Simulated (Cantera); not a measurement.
What does this Cantera script print?

```python
import numpy as np
import cantera as ct

gas_names = """
    CL CLO CL2 H HCL HOCL HO2 H2 H2O H2O2 Mg MgCL MgCL2 MgH MgO MgOH MgO2H2 Mg2 O OH O2 O3
""".split()
cond_names = """
    H2O(s) H2O(L) Mg(cr) Mg(L) MgCL2(s) MgCL2(L) MgO(s) MgO(L) MgO2H2(s)
""".split()


# ... load() reads the species with a 1 bar reference pressure and builds the phases ...
atoms = {
    'MgO': {'Mg': 1, 'O': 1},
    'HCl': {'H': 1, 'CL': 1},
    'H2': {'H': 2},
}
top_T = {}  # K; cautious upper limits of use, not melting points


# ... equilibrate(T, P, feed) seeds the gas with the atoms and calls Mixture.equilibrate('TP', solver="vcs", rtol=1e-11, max_steps=5000) ...
results = []
feed = {'MgO': 1, 'HCl': 3.6, 'H2': 28}  # mol
P = 1200  # Pa
for T in [1448, 1498, 1548, 1598, 1648, 1698, 1748, 1798]:
    mix = equilibrate(T, P, feed)
    results.append((T, P, feed, dict(zip(mix.species_names, mix.species_moles))))
    x = sorted(zip(gas.X, gas.species_names), reverse=True)
    print(f"T = {T:g} K  P = {P:g} Pa  gas = {mix.phase_moles(0):.4g} mol")
    print("   x: " + "  ".join(f"{s} {v:.3e}" for v, s in x if v > 0.0001))
    print("   condensed (mol): " + ("  ".join(f"{mix.phase(i).name} {mix.phase_moles(i):.4g}"
          for i in range(1, mix.n_phases) if mix.phase_moles(i) > 1e-12) or "none"))
```

It prints:

```
T = 1448 K  P = 1200 Pa  gas = 31.6 mol
   x: H2 8.860e-01  HCL 1.015e-01  H2O 6.230e-03  MgCL2 6.226e-03
   condensed (mol): MgO(s) 0.8031
T = 1498 K  P = 1200 Pa  gas = 31.6 mol
   x: H2 8.859e-01  HCL 9.914e-02  H2O 7.389e-03  MgCL2 7.376e-03  H 1.477e-04
   condensed (mol): MgO(s) 0.7665
T = 1548 K  P = 1200 Pa  gas = 31.61 mol
   x: H2 8.858e-01  HCL 9.667e-02  H2O 8.636e-03  MgCL2 8.599e-03  H 2.646e-04
   condensed (mol): MgO(s) 0.7271
T = 1598 K  P = 1200 Pa  gas = 31.61 mol
   x: H2 8.855e-01  HCL 9.409e-02  H2O 9.969e-03  MgCL2 9.871e-03  H 4.572e-04
   condensed (mol): MgO(s) 0.6849
T = 1648 K  P = 1200 Pa  gas = 31.62 mol
   x: H2 8.849e-01  HCL 9.144e-02  H2O 1.140e-02  MgCL2 1.116e-02  H 7.647e-04  Mg 2.102e-04
   condensed (mol): MgO(s) 0.6394
T = 1698 K  P = 1200 Pa  gas = 31.64 mol
   x: H2 8.839e-01  HCL 8.882e-02  H2O 1.299e-02  MgCL2 1.240e-02  H 1.241e-03  Mg 5.182e-04
   condensed (mol): MgO(s) 0.589
T = 1748 K  P = 1200 Pa  gas = 31.67 mol
   x: H2 8.818e-01  HCL 8.635e-02  H2O 1.484e-02  MgCL2 1.351e-02  H 1.959e-03  Mg 1.197e-03  CL 1.480e-04  MgCL 1.329e-04
   condensed (mol): MgO(s) 0.5297
T = 1798 K  P = 1200 Pa  gas = 31.74 mol
   x: H2 8.782e-01  HCL 8.421e-02  H2O 1.719e-02  MgCL2 1.438e-02  H 3.012e-03  Mg 2.575e-03  MgCL 2.316e-04  CL 2.211e-04
   condensed (mol): MgO(s) 0.4541
```

Cantera equilibrium calculation (NASA polynomials, part measured and part estimated; ideal gas, pure solids and liquids).
